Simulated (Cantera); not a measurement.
## Gas-phase reforming

An isothermal, constant-pressure homogeneous reactor starts with CH4 : CO2 : H2 = 1 : 0.31 : 0.78 (molar parts), at 2075 K and 0.148 atm.

Computed with Cantera and GRI-Mech 3.0 (53 species, 325 reactions). GRI-Mech 3.0 stops at C3 and has no aromatics, soot or wall deposition, so with more carbon than oxygen in the feed, carbon stays in small species such as C2H2 where larger ones or solid carbon would form.

| t (s) | x CH4 | x CO2 | x H2 | x CO | x CH2O | x C2H6 |
|---|---|---|---|---|---|---|
| 1.00e-6 | 0.478 | 0.148 | 0.373 | 1.18e-6 | 1.12e-9 | 3.42e-9 |
| 2.96e-6 | 0.477 | 0.148 | 0.373 | 5.37e-6 | 1.86e-8 | 1.18e-7 |
| 8.77e-6 | 0.475 | 0.148 | 0.374 | 2.90e-5 | 3.46e-7 | 3.19e-6 |
| 2.60e-5 | 0.468 | 0.147 | 0.376 | 0.000206 | 6.73e-6 | 5.50e-5 |
| 7.70e-5 | 0.429 | 0.143 | 0.394 | 0.00190 | 6.37e-5 | 0.000458 |
| 0.000228 | 0.252 | 0.116 | 0.514 | 0.0144 | 7.02e-5 | 0.000509 |
| 0.000675 | 0.0979 | 0.0682 | 0.615 | 0.0467 | 2.22e-5 | 9.26e-5 |
| 0.00200 | 0.0286 | 0.0181 | 0.634 | 0.0941 | 5.88e-6 | 1.05e-5 |
| 0.00592 | 0.00960 | 0.00282 | 0.649 | 0.121 | 1.92e-6 | 1.51e-6 |
| 0.0175 | 0.00615 | 0.00176 | 0.677 | 0.148 | 6.91e-7 | 6.40e-7 |
| 0.0520 | 0.00294 | 0.000452 | 0.702 | 0.175 | 8.22e-8 | 1.51e-7 |
| 0.154 | 0.000614 | 8.70e-6 | 0.711 | 0.182 | 8.15e-9 | 7.28e-9 |
| 0.456 | 0.000283 | 8.40e-9 | 0.711 | 0.182 | 7.85e-9 | 1.92e-9 |
| 1.35 | 0.000283 | 8.30e-9 | 0.711 | 0.182 | 7.85e-9 | 1.91e-9 |
| 4.00 | 0.000283 | 8.30e-9 | 0.711 | 0.182 | 7.85e-9 | 1.91e-9 |
x: mole fraction; the columns are a selection and need not sum to one.

Equilibrium at this temperature and pressure: CH4 0.000283, CO2 8.31e-9, H2 0.711, CO 0.182, CH2O 7.85e-9, C2H6 1.91e-9 (gas phase only).
